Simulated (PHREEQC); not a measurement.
Synthetic water in mmol/kgw, 55 °C, pH 6.08, pe 8.4:

```json
[
 {"constituent": "Na", "mmol/kgw": "0.00144"},
 {"constituent": "K", "mmol/kgw": "0.000333"},
 {"constituent": "Ca", "mmol/kgw": "0.00215"},
 {"constituent": "Mg", "mmol/kgw": "0.00122"},
 {"constituent": "Cl", "mmol/kgw": "0.00415"},
 {"constituent": "S(6)", "mmol/kgw": "0.00084"},
 {"constituent": "Alkalinity (meq/kgw)", "mmol/kgw": "0.00242"},
 {"constituent": "Sr", "mmol/kgw": "4.83e-05"},
 {"constituent": "Zn", "mmol/kgw": "7.04e-06"},
 {"constituent": "Cu(2)", "mmol/kgw": "3.33e-06"},
 {"constituent": "Si", "mmol/kgw": "8.22e-06"}
]
```

Valence states are taken as typed.

The numbers come from PHREEQC with the ion-association model, phreeqc.dat.

Each row changes one thing in this solution. No solid was allowed to form.

```
case                                             CO2 (mol/kgw)  HCO3- (mol/kgw)  Cu+2 (mol/kgw)  MgSO4 (mol/kgw)  CaSO4 (mol/kgw)  CO3-2 (mol/kgw)  SI of Quartz (SiO2)
-----------------------------------------------  -------------  ---------------  --------------  ---------------  ---------------  ---------------  -------------------
as made                                                5.07e-6          3.17e-6         3.19e-9         4.67e-10         3.79e-10         2.69e-10                -4.51
pH from 6.08 to 6.38 at the same alkalinity            2.13e-6          2.66e-6         2.91e-9         4.67e-10         3.80e-10         4.50e-10                -4.51
Mg from 0.00122 to 0.00061 mmol/kgw                    5.07e-6          3.17e-6         3.19e-9         2.34e-10         3.80e-10         2.69e-10                -4.51
Zn from 7.04e-06 to 2.11e-05 mmol/kgw                  5.07e-6          3.17e-6         3.19e-9         4.67e-10         3.79e-10         2.69e-10                -4.51
all concentrations times 4 at the same typed pH        1.66e-5              ___             ___              ___          5.85e-9         8.96e-10                -3.90
```

Question: Complete the blanks.

Answer: 
- all concentrations times 4 at the same typed pH, HCO3- (mol/kgw): 1.04e-5
- all concentrations times 4 at the same typed pH, Cu+2 (mol/kgw): 1.27e-8
- all concentrations times 4 at the same typed pH, MgSO4 (mol/kgw): 7.19e-9

At this temperature some constants are extrapolated from 25 °C, and those without enthalpy data are left unchanged. The database's constant for dissolved Cu(OH)2 is higher than later reviews accept.
